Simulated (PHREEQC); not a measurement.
A made-up water analysis in mg/kgw, 25 °C, pH 7.45, pe 9: Na 9.13; K 456; Ca 50; Mg 62.1; Cl 420; S(6) as SO4 273; Alkalinity as HCO3 162; Li 1.92.

Valence states are taken as typed.

Computed with PHREEQC (ion-association model, phreeqc.dat).

### Question
The ionic strength comes out as 0.0244 mol/kgw. What activity coefficients do Li+, Ca+2, Mg+2, HCO3-, Cl- get?

### Answer
Li+ 0.87, Ca+2 0.56, Mg+2 0.57, HCO3- 0.87, Cl- 0.86.

This is a speciation only: nothing precipitates in the calculation.
